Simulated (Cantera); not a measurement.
A perfectly stirred reactor is fed with 0.562 % H₂, 64.6 % O₂, 34.9 % N₂, at 1.13 Torr; it is held at 900 K, and followed from long to short residence time.

Cantera simulation using the H2/O2 subset of GRI-Mech 3.0, which has no nitrogen chemistry; the numbers are that mechanism's predictions, not measurements. Radical loss at walls, strong at low pressure, is not modelled. Below about 950 K walls govern HO2 and H2O2 in real vessels.

x: mole fraction; the columns are a selection and need not sum to one.

| τ (s) | x H₂ | x O₂ | x H₂O₂ | x H | x OH | x HO₂ | x O |
|---|---|---|---|---|---|---|---|
| 20 | 8.53e-5 | 0.644 | 1.83e-9 | 8.20e-5 | (withheld) | 2.04e-7 | 0.000921 |
| 5.5 | 0.000184 | 0.643 | 2.62e-9 | 0.000231 | (withheld) | 2.87e-7 | 0.00158 |
| 1.5 | 0.000431 | 0.643 | 4.08e-9 | 0.000517 | (withheld) | 3.72e-7 | 0.00221 |
| 0.43 | 0.00104 | 0.643 | 6.49e-9 | 0.000791 | (withheld) | 4.34e-7 | 0.00232 |
| 0.12 | 0.00253 | 0.643 | 8.95e-9 | 0.000683 | (withheld) | 4.49e-7 | 0.00166 |
| 0.034 | 0.00511 | 0.645 | 1.75e-9 | 8.57e-5 | (withheld) | 3.13e-7 | 0.000315 |
| 0.0094 | 0.00562 | 0.646 | <1e-12 | <1e-12 | 1.30e-12 | 1.79e-12 | 2.08e-12 |

Problem. What belongs in the gaps?

Solution. 
- 20, x OH: 8.99e-5
- 5.5, x OH: 0.000147
- 1.5, x OH: 0.000234
- 0.43, x OH: 0.000333
- 0.12, x OH: 0.000374
- 0.034, x OH: 0.000123
